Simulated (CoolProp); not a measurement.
The numbers come from the reference Helmholtz-energy equation of state, Setzmann 1991 in CoolProp.

Problem. For methane, give the phase and the Prandtl number, fugacity coefficient at 108.5 K and 0.0727 MPa; 108.5 K and 5.45 MPa; 108.5 K and 14.2 MPa.

Solution. 
- 108.5 K and 0.0727 MPa: gas; Prandtl number 0.817, fugacity coefficient 0.973
- 108.5 K and 5.45 MPa: liquid; Prandtl number 2.35, fugacity coefficient 0.0172
- 108.5 K and 14.2 MPa: liquid; Prandtl number 2.42, fugacity coefficient 0.00946

Viscosity comes from a separate model (Quiñones-Cisneros 2006). Thermal conductivity comes from a separate model (Friend 1989).
